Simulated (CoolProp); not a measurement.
Vapour-liquid equilibrium of R22 (1) + R152A (2) at 257 K; x and y are mole fractions of (1).

Computed with CoolProp (multi-fluid Helmholtz-energy mixture model, Kamei 1995 and Outcalt 1996; pair parameters Bell 2016).

Give the bubble pressure and the first vapour's composition at x = 0.2, 0.425, 0.65. Is there an azeotrope?

x = 0.2: 1.637 bar, y = 0.303; x = 0.425: 1.918 bar, y = 0.575; x = 0.65: 2.247 bar, y = 0.786. No azeotrope shows between x = 0.05 and 0.95.

Pair parameters are fitted to limited data, so mixtures are less certain than the pure fluids.
